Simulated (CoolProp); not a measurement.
Vapour-liquid equilibrium of p-xylene (1) + n-nonane (2) at 0.95 MPa; x and y are mole fractions of (1).

Computed with CoolProp (multi-fluid Helmholtz-energy mixture model, Zhou 2012 and Lemmon 2006; pair parameters Bell 2016).

```
x     bubble temperature (°C)  y at the bubble point  dew temperature at overall composition x (°C)  liquid density (mol/L)
----  -----------------------  ---------------------  ---------------------------------------------  ----------------------
0.05                    260.3                  0.058                                          260.4                   3.840
0.15                    258.7                  0.171                                          259.0                   4.002
0.25               (withheld)             (withheld)                                          257.6                   4.174
0.35                    255.8                  0.384                                          256.2              (withheld)
0.45               (withheld)                  0.486                                          254.9              (withheld)
0.55                    253.1                  0.586                                          253.6                   4.758
0.65                    251.8                  0.683                                          252.3              (withheld)
0.75               (withheld)             (withheld)                                          250.9                   5.218
0.85                    249.3                  0.869                                          249.6                   5.473
0.95                    248.1                  0.957                                          248.2                   5.747
```

Question: What belongs in the gaps?

Answer: 
- 0.25, bubble temperature (°C): 257.2
- 0.25, y at the bubble point: 0.279
- 0.35, liquid density (mol/L): 4.357
- 0.45, bubble temperature (°C): 254.4
- 0.45, liquid density (mol/L): 4.551
- 0.65, liquid density (mol/L): 4.980
- 0.75, bubble temperature (°C): 250.6
- 0.75, y at the bubble point: 0.777

No azeotrope shows between x = 0.05 and 0.95.

The pair parameters rest on a limited set of measurements; away from them the model extrapolates.
